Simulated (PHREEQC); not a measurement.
Dissolve 0.058 mol CuCl2, 6.6e-05 mol HBF4 and 0.0024 mol Na2SO4 per kg of water at 25 °C. Closed to the air; pH follows from the charge balance.

All values are PHREEQC results (ion-association model, phreeqc.dat), not measurements.

```json
[
 {"quantity": "pH", "before": "3.74", "after": "3.72"},
 {"quantity": "ionic strength (mol/kgw)", "before": "0.165", "after": "0.116"},
 {"quantity": "Cl- (mol/kgw)", "before": "0.110", "after": "0.0851"},
 {"quantity": "Cu+2 (mol/kgw)", "before": "0.0513", "after": "0.0271"},
 {"quantity": "CuCl+ (mol/kgw)", "before": "0.00526", "after": "0.0285"},
 {"quantity": "CuSO4 (mol/kgw)", "before": "0.00125", "after": "0.00105"},
 {"quantity": "SI of Halite (NaCl)", "before": "-5.10", "after": "-5.27"}
]
```

What was changed between the two runs?
A) temperature from 25 to 90 °C
B) HBF4 from 6.6e-05 to 0.000132 mol/kgw
C) temperature from 25 to 75 °C
D) temperature from 25 to 50 °C
E) diluted 2-fold with water

A, temperature from 25 to 90 °C

Precipitation was switched off in this run. Constants without temperature data keep their 25 °C values here. Real BF4- forms and hydrolyses slowly; the run takes it at equilibrium.
